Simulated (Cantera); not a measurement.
A perfectly stirred reactor is fed with CO : H2 : CH4 : O2 : N2 = 1 : 0.089 : 0.65 : 3.62 : 13.6 (molar parts), at 25000 Pa; it is adiabatic with a 550 K inlet, and is followed from long to short residence time, starting on the burning branch (τ in s: 0.29, 0.12, 0.054, 0.023, 0.0099, 0.0043, 0.0018, 0.00079, 0.00034, 0.00015, 6.4e-05).

Model: GRI-Mech 3.0 (53 species, 325 reactions), integrated in Cantera.

### Question
Predict: blow-out, bracketed by the residence times tried; x(CO) at τ = 0.290 s; x(H2) at τ = 0.290 s; x(CH4) at τ = 0.290 s; x(NO) at τ = 0.290 s; x(HO2) at τ = 0.290 s; x(CO) at τ = 4.30 ms; x(H2) at τ = 4.30 ms; x(CH4) at τ = 4.30 ms; x(NO) at τ = 4.30 ms; x(HO2) at τ = 4.30 ms.

### Answer
```json
{
  "blow_out_bracketed_by_the_residence_times_tried": "burning at 0.790 ms, out at 0.340 ms",
  "x(CO) at τ = 0.290 s": "0.00122",
  "x(H2) at τ = 0.290 s": "0.000236",
  "x(CH4) at τ = 0.290 s": "4.13e-6",
  "x(NO) at τ = 0.290 s": "3.71e-5",
  "x(HO2) at τ = 0.290 s": "1.05e-6",
  "x(CO) at τ = 4.30 ms": "0.0120",
  "x(H2) at τ = 4.30 ms": "0.00216",
  "x(CH4) at τ = 4.30 ms": "7.16e-5",
  "x(NO) at τ = 4.30 ms": "9.18e-6",
  "x(HO2) at τ = 4.30 ms": "7.55e-6"
}
```
